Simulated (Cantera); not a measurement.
A Cantera script and its output.

```python
import numpy as np
import cantera as ct

gas = ct.Solution("h2o2.yaml")
gas.TPX = 1225, 100000, {'H2': 1.5, 'O2': 1, 'N2': 2.8}
inlet = ct.Reservoir(gas, clone=True)

reactor = ct.IdealGasConstPressureReactor(gas, energy="off", clone=False)
exhaust = ct.Reservoir(gas, clone=True)
tau = [1.9, 0.72, 0.28, 0.11, 0.043, 0.017, 0.0065, 0.0025, 0.00099, 0.00039][0]
for a, b in ((inlet, reactor), (reactor, exhaust)):
    ct.MassFlowController(a, b, mdot=lambda t: reactor.mass / tau)
net = ct.ReactorNet([reactor])
show = ['H2', 'O2', 'H', 'OH', 'O', 'H2O']

rows = []
print(f"{'tau/s':>10s}{'T/K':>9s}" + "".join(f"{s:>11s}" for s in show))
for tau in [1.9, 0.72, 0.28, 0.11, 0.043, 0.017, 0.0065, 0.0025, 0.00099, 0.00039]:
    net.initial_time = 0.0
    net.advance(30 * tau)
    before = gas.X
    net.advance(40 * tau)
    drift = np.max(np.abs(gas.X - before) / (gas.X + 1e-9))
    rows.append([gas.T, *gas[show].X, drift])
    print(f"{tau:10.3e}{gas.T:9.1f}" + "".join(f"{x:11.3e}" for x in gas[show].X))
```

Output:

```
     tau/s      T/K         H2         O2          H         OH          O        H2O
 1.900e+00   1225.0  1.724e-04  5.501e-02  8.808e-07  5.731e-05  2.318e-06  3.294e-01
 7.200e-01   1225.0  3.320e-04  5.507e-02  2.296e-06  7.819e-05  5.036e-06  3.292e-01
 2.800e-01   1225.0  6.079e-04  5.518e-02  5.827e-06  1.092e-04  1.090e-05  3.289e-01
 1.100e-01   1225.0  1.070e-03  5.538e-02  1.462e-05  1.567e-04  2.334e-05  3.283e-01
 4.300e-02   1225.0  1.839e-03  5.570e-02  3.679e-05  2.308e-04  4.933e-05  3.273e-01
 1.700e-02   1225.0  3.081e-03  5.624e-02  9.131e-05  3.433e-04  1.005e-04  3.258e-01
 6.500e-03   1225.0  5.195e-03  5.715e-02  2.326e-04  5.208e-04  2.028e-04  3.231e-01
 2.500e-03   1225.0  8.664e-03  5.869e-02  5.814e-04  7.855e-04  3.918e-04  3.186e-01
 9.900e-04   1225.0  1.413e-02  6.116e-02  1.382e-03  1.160e-03  7.151e-04  3.113e-01
 3.900e-04   1225.0  2.291e-02  6.525e-02  3.185e-03  1.693e-03  1.265e-03  2.994e-01
```

Cantera simulation using the H2/O2 subset of GRI-Mech 3.0, which has no nitrogen chemistry; the numbers are that mechanism's predictions, not measurements. The temperature is held fixed by assumption; the heat of reaction is taken as removed at once.
